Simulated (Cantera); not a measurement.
Pb + O₂ + H₂ (iron carbonyl, mercury and lead vapours)

Input: 1 mol Pb, a varied amount of O₂, 0.34 mol H₂, equilibrated at 13.0 Pa.

These are equilibrium values from Cantera (NASA tables, ideal gas, pure condensed phases), not measurements of a reactor. Candidate condensed phases: H₂O, Pb, PbO, PbO₂, Pb₃O₄; 12 gas species. Mutual solubility and eutectic melting of coexisting phases are not modelled. Rates play no part.

Stable condensed phases:

```
T in °C \ n(O₂) in mol
         0.056 0.064 0.074 0.086   0.1  0.12  0.13  0.15  0.18  0.21  0.24
   1350      A     A     A     A     A     A     A     A     A     A     A
   1300      A     A     A     A     A     A     A     A     A     A     A
   1250      A     A     A     A     A     A     A     A     A     A     A
   1200      A     A     A     A     A     A     A     A     A     A     A
   1150      A     A     A     A     A     A     A     A     A     A     A
   1100      A     A     A     A     A     A     A     A     A     A     A
   1050      A     A     A     A     A     A     A     A     A     A     A
   1000      A     A     A     A     A     A     A     A     A     A     A
    950      A     A     A     A     A     A     A     A     A     A     A
    900      A     A     A     A     A     A     A     A     A     A     A
    850      A     A     A     A     A     A     A     A     A     A     B
    800      C     C     C     C     C     C     C     C     D     D     D
```

A: gas only; B: PbO; C: Pb; D: Pb + PbO.
